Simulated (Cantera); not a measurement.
An isothermal, constant-pressure homogeneous reactor starts with 7.14 % CH₄, 92.9 % N₂, at 1998 K and 0.00533 atm.

Computed with Cantera and GRI-Mech 3.0 (53 species, 325 reactions). GRI-Mech 3.0 stops at C3 and has no aromatics, soot or wall deposition, so with more carbon than oxygen in the feed, carbon stays in small species such as C2H2 where larger ones or solid carbon would form. Radical loss at walls, strong at low pressure, is not modelled.

Task: Predict: x(CH₄) at 60.0 s; x(C₂H₄) at 60.0 s; x(C₂H₂) at 60.0 s; x(HCN) at 60.0 s; x(CH₃) at 60.0 s; x(H) at 60.0 s.

Result: 
```
Item                                                 Value
-----------------  ---------------------------------------
x(CH₄) at 60.0 s   7.49e-8 (gas-phase equilibrium 2.08e-7)
x(C₂H₄) at 60.0 s  1.16e-7 (gas-phase equilibrium 2.45e-8)
x(C₂H₂) at 60.0 s   0.0331 (gas-phase equilibrium 0.00697)
x(HCN) at 60.0 s   0.000231 (gas-phase equilibrium 0.0524)
x(CH₃) at 60.0 s   1.05e-7 (gas-phase equilibrium 2.90e-7)
x(H) at 60.0 s     0.00682 (gas-phase equilibrium 0.00682)
```
